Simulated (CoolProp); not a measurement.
The fluid at 351.04 K and 0.0155 MPa is throttled through a valve to 0.00781 MPa with no heat exchange. The same conditions are run with several fluids, on thermodynamics alone (safety and materials aside).

The numbers come from the reference Helmholtz-energy equation of state of each fluid (water: Wagner 2002; CF4 (R14): Platzer 1990; ethylene: Smukala 2000; R236FA: Pan 2012; R134a: Tillner-Roth 1994) in CoolProp. The equations of Platzer and Polt are older, rougher fits.

```
fluid      temperature change (K)  final density (kg/m³)
---------  ----------------------  ---------------------
water                        -0.7                 0.0484
CF4 (R14)                    -0.0                  0.236
ethylene                     -0.1                 0.0751
R236FA                       -0.1                  0.407
R134a                        -0.1                  0.273
```
